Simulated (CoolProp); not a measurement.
R236EA at 293.15 K and 0.0224 MPa flows at 3.9 m/s in a round tube of 2 mm bore and 15 µm roughness, fully developed (64/Re and Nu = 3.66 if laminar; Colebrook and Gnielinski if turbulent). Each further row changes one setting.

Computed with CoolProp (reference Helmholtz-energy equation of state, Rui 2013).

```json
[
 {"case": "as stated", "Reynolds number": "1020", "Darcy friction factor": "[?]", "pressure drop (Pa/m)": "336", "heat-transfer coefficient (W/(m² K))": "25.7", "mass flow (kg/h)": "0.0621"},
 {"case": "velocity 7.8 m/s", "Reynolds number": "2040", "Darcy friction factor": "0.0314", "pressure drop (Pa/m)": "672", "heat-transfer coefficient (W/(m² K))": "25.7", "mass flow (kg/h)": "[?]"},
 {"case": "diameter 4 mm", "Reynolds number": "2040", "Darcy friction factor": "0.0314", "pressure drop (Pa/m)": "[?]", "heat-transfer coefficient (W/(m² K))": "[?]", "mass flow (kg/h)": "[?]"}
]
```

Problem. Complete the blanks.

Solution. 
- as stated, Darcy friction factor: 0.0627
- velocity 7.8 m/s, mass flow (kg/h): 0.124
- diameter 4 mm, pressure drop (Pa/m): 84.0
- diameter 4 mm, heat-transfer coefficient (W/(m² K)): 12.8
- diameter 4 mm, mass flow (kg/h): 0.248

Viscosity comes from a separate model (Huber 2003), an estimate that may be off by 10 % or more. Thermal conductivity comes from a separate model (Huber 2003), an estimate that may be off by 10 % or more.
